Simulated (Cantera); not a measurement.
An adiabatic, constant-volume homogeneous reactor starts with CH₄ : O₂ : N₂ = 1 : 1.05 : 3.96 (molar parts), at 1225 K and 10.0 bar.

Cantera simulation using GRI-Mech 3.0 (53 species, 325 reactions); the numbers are that mechanism's predictions, not measurements.

Problem. Predict: time of steepest temperature rise; temperature at 0.200 s; equilibrium temperature; x(CH₄) at 0.200 s; x(O₂) at 0.200 s; x(HCN) at 0.200 s; x(H) at 0.200 s.

Solution. 
```
Item                                                                 Value
---------------------------------  ---------------------------------------
time of steepest temperature rise                                  4.64 ms
temperature at 0.200 s                                              2685 K
equilibrium temperature                                             2685 K
x(CH₄) at 0.200 s                  2.88e-9 (gas-phase equilibrium 3.22e-9)
x(O₂) at 0.200 s                   6.80e-6 (gas-phase equilibrium 6.80e-6)
x(HCN) at 0.200 s                  1.99e-6 (gas-phase equilibrium 1.99e-6)
x(H) at 0.200 s                    0.00409 (gas-phase equilibrium 0.00409)
```
